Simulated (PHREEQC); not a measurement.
A solution holds 0.057 mol ZnBr2 per kg of water, at 20 °C. Closed to the air; pH follows from the charge balance.

The numbers come from PHREEQC with the ion-association model, phreeqc.dat.

| Item | Result |
|---|---|
| pH | 5.42 |
| ionic strength | 0.170 mol/kgw |
| specific conductance | 9560 µS/cm |
| density | 1.010 g/cm³ |

| species | molality | activity | log γ |
|---|---|---|---|
| Br- | 0.114 | 0.0806 | -0.148 |
| Zn+2 | 0.0565 | 0.0180 | -0.498 |
| ZnBr+ | 0.000504 | 0.000381 | -0.122 |
| ZnBr2 | 1.17e-5 | 1.22e-5 | 0.017 |
| H+ | 4.70e-6 | 3.79e-6 | -0.094 |
| ZnOH+ | 4.67e-6 | 3.53e-6 | -0.122 |
| Zn(OH)2 | 1.51e-8 | 1.57e-8 | 0.017 |

This is a speciation only: nothing precipitates in the calculation. Complexes and solids missing from the database can't appear.
